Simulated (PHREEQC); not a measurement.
Make-up at 25 °C: 0.0046 mol/kgw NaHSO4, 0.0016 mol/kgw K2HPO4 and 0.0014 mol/kgw NaCl. Closed to the air; pH follows from the charge balance.

All values are PHREEQC results (ion-association model, phreeqc.dat), not measurements.

This is a speciation only: nothing precipitates in the calculation.

Q: Order these S species by the share of S that they hold, largest first: SO4-2, HSO4-, NaSO4-, KSO4-.

A: SO4-2 (86 %), HSO4- (11 %), NaSO4- (1.6 %), KSO4- (1.2 %)

The pH is 2.71 and the ionic strength 0.0152 mol/kgw.
